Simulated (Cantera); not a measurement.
A freely propagating, adiabatic, planar premixed flame of 8.38 % CO, 1.59 % H₂, 5.62 % CH₄, 16.3 % O₂, 68.1 % N₂, equivalence ratio 1.00, unburnt at 598 K and 750 Torr; mixture-averaged transport, grid criteria slope 0.08 and curve 0.16, no radiation.

Cantera simulation using GRI-Mech 3.0 (53 species, 325 reactions); the numbers are that mechanism's predictions, not measurements. Burning velocities carry a grid error of a few per cent, more on coarse grids.

Task: Predict: laminar burning velocity; thermal thickness; peak x(H₂O₂); peak x(H); peak x(O).

Result: 
| Item | Result |
|---|---|
| laminar burning velocity | 157 cm/s |
| thermal thickness | 0.343 mm |
| peak x(H₂O₂) | 1.29e-5 |
| peak x(H) | 0.0116 |
| peak x(O) | 0.00724 |
